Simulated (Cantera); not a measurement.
## Equilibrium for iron carbonyl, mercury and lead vapours: HgO + N₂

Charge: 1 mol HgO, 0.25 mol N₂, equilibrated at 101000 Pa.

These are equilibrium values from Cantera (NASA tables, ideal gas, pure condensed phases), not measurements of a reactor. Candidate condensed phases: Hg, HgO; 10 gas species. Kinetics and transport are ignored.

From 227 °C to 377 °C the condensed part is HgO(s). From 452 °C to 1127 °C nothing is condensed. The main Hg-bearing gas is Hg throughout.

```tsv
T (°C)	x N₂	x Hg	x O₂	x NO	x NO₂	n HgO(s)
227	0.999	0.000469	0.000235	1.99e-11	3.93e-11	1.000
302	0.984	0.0106	0.00531	1.65e-9	2.51e-9	0.997
377	0.828	0.115	0.0573	4.51e-8	5.53e-8	0.965
452	0.143	0.571	0.286	2.40e-7	2.16e-7	0
527	0.143	0.571	0.286	9.95e-7	3.62e-7	0
602	0.143	0.571	0.286	3.23e-6	5.55e-7	0
677	0.143	0.571	0.286	8.71e-6	7.97e-7	0
752	0.143	0.571	0.286	2.03e-5	1.09e-6	0
827	0.143	0.571	0.286	4.22e-5	1.42e-6	0
902	0.143	0.571	0.286	7.99e-5	1.80e-6	0
977	0.143	0.571	0.286	0.000140	2.21e-6	0
1052	0.143	0.571	0.286	0.000230	2.66e-6	0
1127	0.143	0.571	0.286	0.000360	3.15e-6	0
```
x: gas mole fraction; n: condensed amount in mol.
